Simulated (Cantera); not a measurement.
What does this Cantera script print?

```python
import numpy as np
import cantera as ct

gas = ct.Solution("gri30.yaml")
gas.TPX = 400, 540000, {'CH4': 1, 'C2H6': 1.2, 'C3H8': 0.3, 'O2': 4.2, 'N2': 20.7}
flame = ct.FreeFlame(gas, width=0.012)
flame.set_refine_criteria(ratio=3, slope=0.08, curve=0.16)
flame.transport_model = "mixture-averaged"
flame.solve(loglevel=0, auto=True)
z, T = flame.grid, flame.T
thick = (T[-1] - T[0]) / np.gradient(T, z).max()
show = ['CH4', 'C2H6', 'C3H8', 'CO2', 'HCO', 'CH2O']
print(f"laminar burning velocity  {flame.velocity[0] * 100:.3f} cm/s")
print(f"burnt temperature         {T[-1]:.1f} K")
print(f"thermal thickness         {thick * 1e3:.4f} mm")
print(f"grid points               {len(z)}")
z0 = z[flame.heat_release_rate.argmax()]
print(f"{'z/mm':>9s}{'T/K':>9s}{'u/(m/s)':>9s}" + "".join(f"{s:>11s}" for s in show))
rows = []
for k in (-3, -2, -1.5, -1, -0.5, -0.25, 0, 0.25, 0.5, 1, 2, 4, 8):
    zz = z0 + k * thick
    rows.append([k * thick, np.interp(zz, z, T), np.interp(zz, z, flame.velocity),
                 *(np.interp(zz, z, flame.X[gas.species_index(s)]) for s in show)])
    print(f"{rows[-1][0] * 1e3:9.3f}{rows[-1][1]:9.1f}{rows[-1][2]:9.3f}" + "".join(f"{x:11.3e}" for x in rows[-1][3:]))
```

It prints:

```
laminar burning velocity  6.033 cm/s
burnt temperature         1663.3 K
thermal thickness         0.4808 mm
grid points               113
     z/mm      T/K  u/(m/s)        CH4       C2H6       C3H8        CO2        HCO       CH2O
   -1.442    401.0    0.061  3.628e-02  4.358e-02  1.090e-02  1.611e-06  8.300e-22  2.864e-07
   -0.962    407.6    0.062  3.592e-02  4.327e-02  1.083e-02  1.870e-05  7.987e-20  3.272e-06
   -0.721    430.2    0.066  3.530e-02  4.274e-02  1.074e-02  1.111e-04  5.488e-18  1.912e-05
   -0.481    533.5    0.083  3.337e-02  4.045e-02  1.038e-02  8.404e-04  7.162e-15  1.395e-04
   -0.240    863.5    0.139  2.809e-02  2.936e-02  7.991e-03  5.030e-03  1.573e-10  7.826e-04
   -0.120   1143.9    0.188  2.369e-02  1.591e-02  4.198e-03  1.023e-02  9.952e-08  1.494e-03
    0.000   1428.5    0.239  1.881e-02  2.936e-03  4.146e-04  1.683e-02  1.780e-06  9.455e-04
    0.120   1564.9    0.264  1.547e-02  4.865e-04  1.003e-05  2.104e-02  5.581e-07  2.049e-04
    0.240   1615.2    0.273  1.398e-02  1.901e-04  7.693e-07  2.331e-02  1.501e-07  6.719e-05
    0.481   1650.1    0.279  1.288e-02  6.560e-05  7.369e-08  2.573e-02  3.335e-08  1.870e-05
    0.962   1667.0    0.282  1.218e-02  2.231e-05  9.183e-09  2.800e-02  1.099e-08  5.666e-06
    1.923   1672.3    0.283  1.148e-02  1.022e-05  2.335e-09  3.030e-02  6.176e-09  2.045e-06
    3.846   1671.0    0.283  1.051e-02  6.591e-06  1.268e-09  3.282e-02  5.111e-09  1.102e-06
```

Detailed kinetics in Cantera: GRI-Mech 3.0 (53 species, 325 reactions). Burning velocities carry a grid error of a few per cent, more on coarse grids.
